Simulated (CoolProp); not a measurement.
R1234ze(E) along the isobar 101 kPa: Z from the reference equation and from simpler models built on Tc = 109.4 °C, pc = 3635 kPa, ω = 0.313; each cubic takes its own stable root.

Model: reference Helmholtz-energy equation of state, Thol 2016, in CoolProp.

| T (°C) | phase | reference |
|---|---|---|
| -58.15 | liquid | 0.004615 |
| -49.55 | liquid | 0.004508 |
| -41.05 | liquid | 0.004413 |
| -32.55 | liquid | 0.004329 |
| -23.95 | liquid | 0.004253 |
| -15.45 | gas | 0.9604 |
| -6.95 | gas | 0.9647 |
| 1.65 | gas | 0.9685 |
| 10.15 | gas | 0.9717 |
| 18.65 | gas | 0.9746 |
| 27.15 | gas | 0.9770 |
| 35.75 | gas | 0.9792 |
| 44.25 | gas | 0.9811 |

Task: How far does each simpler model (van der Waals, Redlich-Kwong, Soave-Redlich-Kwong, Peng-Robinson) lie from the reference over these 13 states: mean and median of the absolute difference, and the worst?

Result: 
- van der Waals: mean 8429.3 %, median 1.6 %, worst +22876.7 % at -23.95 °C and 101 kPa
- Redlich-Kwong: mean 3454.1 %, median 0.9 %, worst +22665.1 % at -23.95 °C and 101 kPa
- Soave-Redlich-Kwong: mean 4.3 %, median 0.5 %, worst +10.8 % at -58.15 °C and 101 kPa
- Peng-Robinson: mean 0.9 %, median 0.4 %, worst -2.2 % at -23.95 °C and 101 kPa

At some of these states van der Waals, Redlich-Kwong gives the other phase, because its saturation line lies elsewhere.
